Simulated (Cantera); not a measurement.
A closed system holds: 1 mol SiH2Cl2, 0.02 mol Cl2, 170 mol N2, equilibrated at 1450 °C.

Equilibrium computed with Cantera from the NASA thermochemical tables; the gas is ideal and each condensed phase is pure. Candidate condensed phases: NH4Cl, Si, Si3N4; 28 gas species. The tables' values for SiCl3, SiCl, SiN are old estimates; treat these amounts as uncertain. Rates play no part.

log p: log10 of the partial pressure in bar; n: condensed amount in mol.

```json
[
 {"P (Pa)": "100", "log p N2": "-3.01", "log p HCl": "-5.62", "log p SiCl2": "-5.34", "log p H2": "-5.36", "log p Si": "-6.01", "log p H": "-6.42", "log p SiCl3": "-8.43", "n Si(l)": "0.00257", "n Si3N4(s)": "0"},
 {"P (Pa)": "260", "log p N2": "-2.59", "log p HCl": "-5.19", "log p SiCl2": "-4.92", "log p H2": "-4.94", "log p Si": "-6.03", "log p H": "-6.21", "log p SiCl3": "-7.79", "n Si(l)": "0", "n Si3N4(s)": "0.0418"},
 {"P (Pa)": "670", "log p N2": "-2.18", "log p HCl": "-4.67", "log p SiCl2": "-4.54", "log p H2": "-4.56", "log p Si": "-6.31", "log p H": "-6.02", "log p SiCl3": "-7.08", "n Si(l)": "0", "n Si3N4(s)": "0.0814"},
 {"P (Pa)": "1700", "log p N2": "-1.77", "log p HCl": "-4.17", "log p SiCl2": "-4.18", "log p H2": "-4.19", "log p Si": "-6.57", "log p H": "-5.83", "log p SiCl3": "-6.40", "n Si(l)": "0", "n Si3N4(s)": "0.108"},
 {"P (Pa)": "4500", "log p N2": "-1.35", "log p HCl": "-3.66", "log p SiCl2": "-3.81", "log p H2": "-3.82", "log p Si": "-6.86", "log p H": "-5.65", "log p SiCl3": "-5.71", "n Si(l)": "0", "n Si3N4(s)": "0.135"},
 {"P (Pa)": "12000", "log p N2": "…", "log p HCl": "…", "log p SiCl2": "…", "log p H2": "…", "log p Si": "…", "log p H": "…", "log p SiCl3": "-5.03", "n Si(l)": "0", "n Si3N4(s)": "…"},
 {"P (Pa)": "30000", "log p N2": "…", "log p HCl": "…", "log p SiCl2": "…", "log p H2": "…", "log p Si": "…", "log p H": "…", "log p SiCl3": "-4.43", "n Si(l)": "0", "n Si3N4(s)": "…"},
 {"P (Pa)": "77000", "log p N2": "-0.12", "log p HCl": "-2.25", "log p SiCl2": "-2.84", "log p H2": "-2.78", "log p Si": "-7.68", "log p H": "-5.13", "log p SiCl3": "-3.84", "n Si(l)": "0", "n Si3N4(s)": "0.213"},
 {"P (Pa)": "200000", "log p N2": "0.30", "log p HCl": "-1.80", "log p SiCl2": "-2.56", "log p H2": "-2.44", "log p Si": "-7.96", "log p H": "-4.96", "log p SiCl3": "-3.29", "n Si(l)": "0", "n Si3N4(s)": "0.235"}
]
```

Q: Fill in the missing entries.

A: 
- 12000, log p N2: -0.93
- 12000, log p HCl: -3.16
- 12000, log p SiCl2: -3.46
- 12000, log p H2: -3.46
- 12000, log p Si: -7.14
- 12000, log p H: -5.47
- 12000, n Si3N4(s): 0.162
- 30000, log p N2: -0.53
- 30000, log p HCl: -2.70
- 30000, log p SiCl2: -3.14
- 30000, log p H2: -3.12
- 30000, log p Si: -7.41
- 30000, log p H: -5.30
- 30000, n Si3N4(s): 0.188
